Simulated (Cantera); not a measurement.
Input: 1 mol V, 0.18 mol H₂O, 2.3 mol H₂, held at 2598.15 K and 13.3 mbar.

Equilibrium computed with Cantera from the NASA thermochemical tables; the gas is ideal and each condensed phase is pure. Candidate condensed phases: H₂O, V, VO, V₂O₃, V₂O₄, V₂O₅; 12 gas species. Condensed phases not in the tables: N, O or C dissolved in the metal. Equilibrium is a limit: real reactors are often held back by kinetics, nucleation or transport.

Base state: H₂ 0.565, H 0.248, V 0.140, VO 0.0446, VO₂ 0.00238, H₂O 0.000562, OH 5.70e-5, O 1.62e-5 (mole fractions); condensed: V(l).

Q: What changes in the equilibrium state with this change: H₂O from 0.18 to 0.013 mol?

A: 
```tsv
species	before	after
H₂	0.565	0.600
H	0.248	0.256
V	0.140	0.140
VO	0.0446	0.00400
VO₂	0.00238	1.90e-5
O	1.62e-5	1.45e-6
OH	5.70e-5	5.26e-6
H₂O	0.000562	5.35e-5
V(l), mol	0.328	0.543
```
